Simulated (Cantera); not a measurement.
Feed: 1 mol borazine, 0.081 mol H2O, 6.5 mol H2, held at 75.0 Torr.

Method: chemical equilibrium by Gibbs-energy minimisation in Cantera with the NASA 1993 tables (ideal gas, pure condensed phases). Candidate condensed phases: B, BN, B2O3, B3O3H3, H2O; 39 gas species. The feed counts by its element totals alone. Mutual solubility and eutectic melting of coexisting phases are not modelled. Equilibrium is a limit: real reactors are often held back by kinetics, nucleation or transport. All values below are at 1150 °C.

Base state: H2 0.995, N2 0.00259, HBO2 0.000843, HBO 0.000541, H2O 0.000511, B2O3 4.10e-5, H 2.10e-5 (mole fractions); condensed: BN(s) + B2O3(l).

Problem. What changes in the equilibrium state with this change: borazine replaced by B2H6?

Solution. 
| species | before | after |
|---|---|---|
| H2 | 0.995 | 0.994 |
| HBO | 0.000541 | 0.00396 |
| B3O3H3 | 3.39e-6 | 0.00132 |
| N2 | 0.00259 | 0 |
| H2O | 0.000511 | 5.79e-6 |
| B2O2 | 2.73e-6 | 0.000146 |
| HBO2 | 0.000843 | 6.99e-5 |
| BN(s), mol | 2.95 | 0 |
| B2O3(l), mol | 0.0178 | 0 |
| B(s), mol | 0 | 1.92 |
